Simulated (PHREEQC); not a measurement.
**Nickel, zinc or cadmium bath: an equilibrium model**

A solution holds 0.21 mol/kgw ZnSO4, 0.0088 mol/kgw NaOH and 0.00023 mol/kgw HCl, at 45 °C. Closed to the air; pH follows from the charge balance.

Computed with PHREEQC (ion-association model, wateq4f.dat).

The pH is 7.70, the ionic strength is 0.379 mol/kgw and the total alkalinity is 8.57 meq/kg.

| species | molality | activity | log γ |
|---|---|---|---|
| Zn+2 | 0.0891 | 0.0231 | -0.586 |
| ZnSO4 | 0.0808 | 0.0882 | 0.038 |
| SO4-2 | 0.0643 | 0.0141 | -0.660 |
| Zn(SO4)2-2 | 0.0321 | 0.00873 | -0.566 |
| Na+ | 0.00815 | 0.00576 | -0.151 |
| ZnOH+ | 0.00724 | 0.00523 | -0.141 |

This is a speciation only: nothing precipitates in the calculation. The solution is supersaturated, for example in Zincite(c) (slow to form), so a real one may precipitate; this is no full list. Complexes and solids missing from the database can't appear. At this temperature some constants are extrapolated from 25 °C, and those without enthalpy data are left unchanged.
